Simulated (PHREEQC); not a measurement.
A solution holds 95 mmol/kgw CdCl2, at 50 °C. Closed to the air; pH follows from the charge balance.

Equilibrium calculation in PHREEQC: ion-association model, phreeqc.dat.

No solid was allowed to form.

**Question.** Estimate the pH, density, ionic strength.

**Answer.** pH 5.27; density 1.003 g/cm³; ionic strength 0.116 mol/kgw.

**Question.** In which forms is Cd present?

**Answer.** CdCl+ 64 %, Cd+2 19 %, CdCl2 15 %, CdCl3- 1.3 % of the Cd.

At this temperature some constants are extrapolated from 25 °C, and those without enthalpy data are left unchanged.
